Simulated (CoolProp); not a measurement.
Nitrogen along the isobar 1790 kPa: Z from the reference equation and from simpler models built on Tc = -147.0 °C, pc = 3396 kPa, ω = 0.037; each cubic takes its own stable root.

Model: reference Helmholtz-energy equation of state, Span 2000, in CoolProp.

```
T (°C)   phase  reference  Pitzer virial  van der Waals  Redlich-Kwong  Soave-Redlich-Kwong  Peng-Robinson
-------  -----  ---------  -------------  -------------  -------------  -------------------  -------------
-156.65    gas     0.7118         0.7714         0.7605         0.7140               0.7130         0.6931
-143.05    gas     0.8178         0.8367         0.8317         0.8144               0.8148         0.7966
-129.55    gas     0.8731         0.8802         0.8745         0.8690               0.8708         0.8542
-115.95    gas     0.9080         0.9106         0.9036         0.9040               0.9069         0.8918
-102.35    gas     0.9316         0.9324         0.9243         0.9278               0.9316         0.9179
-88.85     gas     0.9484         0.9483         0.9395         0.9447               0.9491         0.9366
-75.25     gas     0.9608         0.9603         0.9512         0.9572               0.9622         0.9506
-61.75     gas     0.9701         0.9694         0.9602         0.9666               0.9719         0.9613
-48.15     gas     0.9774         0.9764         0.9674         0.9739               0.9795         0.9697
-34.55     gas     0.9830         0.9820         0.9732         0.9796               0.9854         0.9763
```
